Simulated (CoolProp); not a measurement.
Saturation properties of n-butane (Tc = 425.1 K, pc = 3796 kPa, ω = 0.201).

Values from CoolProp's reference Helmholtz-energy equation of state, Bücker 2006.

| T (K) | p (kPa) | vapour density (kg/m³) | liquid viscosity (µPa s) |
|---|---|---|---|
| 281.1 | 138.1 | 3.620 | 187 |
| 295.9 | 226.7 | 5.773 | 162 |
| 310.7 | 353.3 | 8.812 | 141 |
| 325.5 | 526.9 | 12.99 | 123 |
| 340.3 | 757.3 | 18.65 | 107 |
| 355.1 | 1055 | 26.28 | 92.9 |
| 369.9 | 1431 | 36.61 | 80.1 |
| 384.7 | 1899 | 50.97 | 68.1 |
| 399.5 | 2474 | 72.18 | 56.4 |
| 414.3 | 3177 | 108.9 | 43.6 |

It boils at 272.7 K under 1 atm.

Viscosity comes from a separate model (Vogel 1999).
